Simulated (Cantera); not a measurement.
Cantera run:

```python
import numpy as np
import cantera as ct

gas_names = [...]  # 110 gases of nasa_gas.yaml made of C, H, O
cond_names = """
    C(gr) C6H6(L) C7H8(L) C8H18(L),n-octa H2O(s) H2O(L)
""".split()


# ... load() reads the species with a 1 bar reference pressure and builds the phases ...
atoms = {
    'C2H6': {'C': 2, 'H': 6},
    'H2O': {'H': 2, 'O': 1},
    'H2': {'H': 2},
    'O2': {'O': 2},
}
top_T = {'C(gr)': 4500}  # K; cautious upper limits of use, not melting points


# ... equilibrate(T, P, feed) seeds the gas with the atoms and calls Mixture.equilibrate('TP', solver="vcs", rtol=1e-11, max_steps=5000) ...
results = []
T = 2150  # K
P = 101325  # Pa
for m in [0.059, 0.08, 0.11, 0.15, 0.2, 0.28, 0.38, 0.52, 0.71, 0.97, 1.3, 1.8]:
    feed = {'C2H6': 1, 'H2O': 0.031, 'H2': 10, 'O2': m}  # mol
    mix = equilibrate(T, P, feed)
    results.append((T, P, feed, dict(zip(mix.species_names, mix.species_moles))))

top = {s: max(r[3][s] / sum(r[3][g] for g in gas_names) for r in results) for s in gas_names}
cols = sorted((s for s in top if top[s] > 1e-05), key=lambda s: -top[s])[:6]
seen = [c for c in cond_names if any(r[3].get(c, 0) > 1e-12 for r in results)]
print("log10 of partial pressures in bar; condensed amounts in mol")
print(f"{'n(O2)':>10s}" + "".join(f"{s[:9]:>10s}" for s in cols + seen))
for T, P, feed, n in results:
    ng = sum(n[g] for g in gas_names)
    print(f"{feed['O2']:10.4g}" + "".join(f"{np.log10(max(n[s] / ng * P / 1e5, 1e-99)):10.3f}" for s in cols)
          + "".join(f"{n.get(c, 0):10.4g}" for c in seen))
```

Result:

```
log10 of partial pressures in bar; condensed amounts in mol
     n(O2)        H2        CO       H2O         H       CO2 C2H2,acet     C(gr)
     0.059    -0.002    -1.942    -6.115    -2.376    -8.764    -2.715     1.796
      0.08    -0.003    -1.835    -6.010    -2.377    -8.551    -2.716     1.754
      0.11    -0.005    -1.719    -5.896    -2.378    -8.318    -2.718     1.694
      0.15    -0.008    -1.601    -5.781    -2.379    -8.082    -2.721     1.614
       0.2    -0.011    -1.490    -5.672    -2.381    -7.860    -2.724     1.514
      0.28    -0.016    -1.358    -5.546    -2.383    -7.596    -2.729     1.355
      0.38    -0.023    -1.237    -5.432    -2.386    -7.355    -2.736     1.155
      0.52    -0.031    -1.115    -5.317    -2.391    -7.109    -2.744    0.8747
      0.71    -0.043    -0.994    -5.209    -2.396    -6.869    -2.756    0.4948
      0.97    -0.058    -0.877    -4.966    -2.404    -6.494    -3.050         0
       1.3    -0.079    -0.875    -1.386    -2.414    -2.891   -10.272         0
       1.8    -0.114    -0.883    -0.974    -2.432    -2.451   -11.215         0
```

These are equilibrium values from Cantera (NASA tables, ideal gas, pure condensed phases), not measurements of a reactor.
